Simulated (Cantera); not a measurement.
Thermodynamics of silicon etching in halogen gases, feed Si + F2 + H2

Input: 1 mol Si, a varied amount of F2, 5.1 mol H2, held at 523.15 K and 7.30e-5 bar.

Cantera equilibrium calculation (NASA polynomials, part measured and part estimated; ideal gas, pure solids and liquids). Candidate condensed phases: Si; 25 gas species. Kinetics and transport are ignored.

| n(F2) (mol) | x H2 | x HF | x SiF4 | x SiHF3 | x SiH2F2 | x H2F2 | x SiH3F | x SiF3 | n Si(s) |
|---|---|---|---|---|---|---|---|---|---|
| 1 | 0.911 | 7.40e-11 | 0.0888 | 0.000630 | 3.63e-6 | <1e-12 | 2.92e-9 | 1.25e-9 | 0.499 |
| 1.4 | 0.879 | 7.84e-11 | 0.120 | 0.000776 | 4.08e-6 | <1e-12 | 2.99e-9 | 1.56e-9 | 0.299 |
| 1.9 | 0.843 | 8.20e-11 | 0.156 | 0.000926 | 4.46e-6 | <1e-12 | 3.00e-9 | 1.91e-9 | 0.0486 |
| 2.6 | 0.672 | 0.179 | 0.149 | <1e-12 | <1e-12 | 2.36e-9 | <1e-12 | <1e-12 | 0 |
| 3.6 | 0.455 | 0.416 | 0.130 | <1e-12 | <1e-12 | 1.27e-8 | <1e-12 | <1e-12 | 0 |
| 5 | 0.231 | 0.659 | 0.110 | <1e-12 | <1e-12 | 3.20e-8 | <1e-12 | <1e-12 | 0 |
| 6.9 | 0.0182 | 0.891 | 0.0909 | <1e-12 | <1e-12 | 5.85e-8 | <1e-12 | <1e-12 | 0 |
x: gas mole fraction; n: condensed amount in mol.

From 1 mol F2 to 1.9 mol F2 the condensed part is Si(s). From 2.6 mol F2 to 6.9 mol F2 nothing is condensed. The main Si-bearing gas is SiF4 throughout.
